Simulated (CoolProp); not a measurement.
Vapour-liquid equilibrium of R22 (1) + methanol (2) at 1.58 bar; x and y are mole fractions of (1).

Values from CoolProp's multi-fluid Helmholtz-energy mixture model, Kamei 1995 and de Reuck 1993; pair parameters Bell 2016.

```csv
x,"bubble temperature, mixture model (°C)","bubble temperature, Raoult's law (°C)","y, mixture model","y, Raoult's law"
0.05,41.1,51.7,0.768,0.639
0.2,0.6,13.4,0.976,0.954
0.35,-12.2,-3.4,0.991,0.987
0.5,-18.8,-13.4,0.995,0.995
0.65,-23.1,-20.3,0.997,0.998
0.8,-26.4,-25.5,0.998,0.999
0.95,-29.7,-29.7,1.000,1.000
```

The largest gap from Raoult's law is -12.8 K in bubble temperature, at x = 0.2. No azeotrope shows between x = 0.05 and 0.95.

The pair parameters rest on a limited set of measurements; away from them the model extrapolates.
